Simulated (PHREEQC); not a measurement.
Make-up at 20 °C: 0.089 mol KHF2 and 0.034 mol Ba(NO3)2 per kg of water. Closed to the air; pH follows from the charge balance.

Model: ion-association model, wateq4f.dat, run in PHREEQC.

Task: The ionic strength comes out as 0.192 mol/kgw. What activity coefficients do HF2-, NO3-, K+, Ba+2, F- get?

Result: HF2- 0.71, NO3- 0.70, K+ 0.72, Ba+2 0.30, F- 0.71.

Precipitation was switched off in this run. Examples of supersaturated solids here: BaF2. Others may be too. wateq4f.dat counts part of the HF as a dimer, H2F2, which phreeqc.dat doesn't know; its constant is uncertain.
